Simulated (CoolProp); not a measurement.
Vapour pressure (kPa) of sulfur dioxide: the reference equation beside estimates from Tc = 430.6 K, pc = 7887 kPa, ω = 0.256. Clausius-Clapeyron is anchored at 252.6 K with a constant enthalpy of vaporisation of 25.54 kJ/mol.

Values from CoolProp's reference Helmholtz-energy equation of state, Gao 2016.

```csv
T (K),reference,Lee-Kesler,Clausius-Clapeyron,van der Waals,Redlich-Kwong,Soave-Redlich-Kwong,Peng-Robinson
222.2,10.85,10.43,11.71,270.4,27.26,10.69,11.40
237.4,27.66,26.82,28.38,412.7,62.56,27.29,28.51
252.6,61.83,60.50,61.83,600.4,126.8,61.15,62.84
267.9,124.8,123.2,123.8,841.5,233.8,123.8,125.6
283.1,229.8,228.5,229.2,1139,396.5,228.8,229.9
298.3,394.1,393.8,398.5,1498,630.7,393.6,392.8
313.5,636.9,638.5,656.6,1925,951.9,638.2,633.6
328.7,979.6,983.3,1033,2424,1375,984.8,974.3
343.9,1445,1451,1561,2999,1915,1457,1439
```

Absolute difference from the reference over all 9 rows, mean and median: Lee-Kesler 1.3 and 0.6 %, Clausius-Clapeyron 3.3 and 2.6 %, van der Waals 706.9 and 395.6 %, Redlich-Kwong 80.5 and 72.5 %, Soave-Redlich-Kwong 0.8 and 0.8 %, Peng-Robinson 1.4 and 0.5 %.
